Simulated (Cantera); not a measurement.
Feed: 1 mol Si2Cl6, 330 mol H2, equilibrated at 1.20 mbar.

Cantera equilibrium calculation (NASA polynomials, part measured and part estimated; ideal gas, pure solids and liquids). Candidate condensed phases: Si; 19 gas species. The feed counts by its element totals alone. Kinetics and transport are ignored.

### Question
At 1350 K, list the 4 most abundant gas species with their mole fractions, and the condensed phases.

### Answer
H2 0.983, HCl 0.0165, SiCl2 0.000775, H 6.82e-5. Condensed: Si(s).
